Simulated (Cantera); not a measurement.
Cantera run, input and output.

```python
import numpy as np
import cantera as ct

surf = ct.Interface("ptcombust.yaml", "Pt_surf")
gas = surf.adjacent["gas"]
gas.TPX = 300, 33000, {'CH4': 0.018, 'O2': 0.08, 'N2': 0.79}
jet = ct.ImpingingJet(gas=gas, width=0.031, surface=surf)
jet.inlet.mdot, jet.inlet.T, jet.inlet.X = 0.039, 300, {'CH4': 0.018, 'O2': 0.08, 'N2': 0.79}
jet.set_refine_criteria(ratio=10, slope=0.2, curve=0.3)
show, cover = ['CH4', 'O2', 'H2O', 'OH', 'CO', 'CO2'], ["PT(S)", "H(S)", "O(S)", "OH(S)", "CO(S)", "C(S)"]

rows = []
print(f"{'Ts/K':>7s}" + "".join(f"{s:>11s}" for s in show + cover) + "   (gas at the wall, coverages)")
for i, Ts in enumerate([850, 900, 950, 1000, 1050, 1100, 1150, 1200]):
    jet.surface.T = Ts
    if i == 0:
        surf.TP = Ts, 33000
        surf.coverages = "PT(S):0.5, O(S):0.5"
        surf.advance_coverages(1.0)
        jet.set_initial_guess(products="inlet")
    jet.solve(loglevel=0, auto=(i == 0))
    rows.append([*(jet.X[gas.species_index(s), -1] for s in show), *surf[cover].coverages])
    print(f"{Ts:7g}" + "".join(f"{x:11.3e}" for x in rows[-1]))
```

It prints:

```
   Ts/K        CH4         O2        H2O         OH         CO        CO2      PT(S)       H(S)       O(S)      OH(S)      CO(S)       C(S)   (gas at the wall, coverages)
    850  1.429e-02  7.739e-02  1.120e-02  4.482e-09  3.416e-06  7.296e-03  1.055e-01  2.597e-08  8.929e-01  1.553e-03  1.179e-05  3.009e-08
    900  9.752e-03  6.777e-02  1.963e-02  1.760e-08  3.345e-06  1.282e-02  1.617e-01  9.289e-08  8.363e-01  1.966e-03  9.769e-06  3.474e-08
    950  6.265e-03  6.041e-02  2.605e-02  5.274e-08  2.970e-06  1.706e-02  2.253e-01  2.442e-07  7.726e-01  2.097e-03  6.772e-06  3.240e-08
   1000  4.119e-03  5.590e-02  2.996e-02  1.388e-07  2.630e-06  1.965e-02  2.917e-01  5.232e-07  7.062e-01  2.035e-03  4.423e-06  2.764e-08
   1050  2.851e-03  5.325e-02  3.222e-02  3.268e-07  2.406e-06  2.116e-02  3.584e-01  9.826e-07  6.397e-01  1.883e-03  2.903e-06  2.310e-08
   1100  2.082e-03  5.169e-02  3.355e-02  7.012e-07  2.294e-06  2.204e-02  4.239e-01  1.687e-06  5.744e-01  1.700e-03  1.964e-06  1.947e-08
   1150  1.587e-03  5.078e-02  3.431e-02  1.393e-06  2.289e-06  2.252e-02  4.870e-01  2.708e-06  5.114e-01  1.511e-03  1.378e-06  1.665e-08
   1200  1.080e-03  5.015e-02  3.499e-02  2.647e-06  3.448e-06  2.270e-02  5.472e-01  4.149e-06  4.514e-01  1.335e-03  1.001e-06  1.249e-08
```

Cantera simulation using Deutschmann's 1995 Pt surface mechanism with GRI-Mech 3.0 gas chemistry; the numbers are that mechanism's predictions, not measurements. Catalytic surfaces can have several steady states; this one follows from the mechanism file's or the stated starting coverage.
